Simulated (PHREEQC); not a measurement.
Make-up at 20 °C: 0.093 mol/kgw Cu(NO3)2, 4.1e-05 mol/kgw H2SO4 and 0.14 mol/kgw Na2SO4. Closed to the air; pH follows from the charge balance.

Equilibrium calculation in PHREEQC: ion-association model, phreeqc.dat.

```csv
quantity,before,after
pH,4.46,4.72
ionic strength (mol/kgw),0.499,0.357
SO4-2 (mol/kgw),0.0793,0.108
NaSO4- (mol/kgw),0.0215,0.0316
HSO4- (mol/kgw),6.88e-5,5.78e-5
```

Problem. Name the change that produced these shifts.
A. Cu(NO3)2 left out
B. temperature from 20 to 30 °C
C. temperature from 20 to 80 °C

Solution. A, Cu(NO3)2 left out

This is a speciation only: nothing precipitates in the calculation.
